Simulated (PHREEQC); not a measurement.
Solution (45 °C): 0.15 mol HF, 0.00095 mol NH4HF2 and 9.8e-05 mol (NH4)2SiF6 per kg of water. Closed to the air; pH follows from the charge balance.

Model: ion-association model, wateq4f.dat, run in PHREEQC.

The ionic strength comes out as 0.0103 mol/kgw. What activity coefficients do F-, HF2-, SiF6-2, H+, NH4+ get?

F- 0.90, HF2- 0.90, SiF6-2 0.65, H+ 0.91, NH4+ 0.90.

No solid was allowed to form. wateq4f.dat counts part of the HF as a dimer, H2F2, which phreeqc.dat doesn't know; its constant is uncertain. At this temperature some constants are extrapolated from 25 °C, and those without enthalpy data are left unchanged. SiF6-2 is the database's only silicon fluoride.
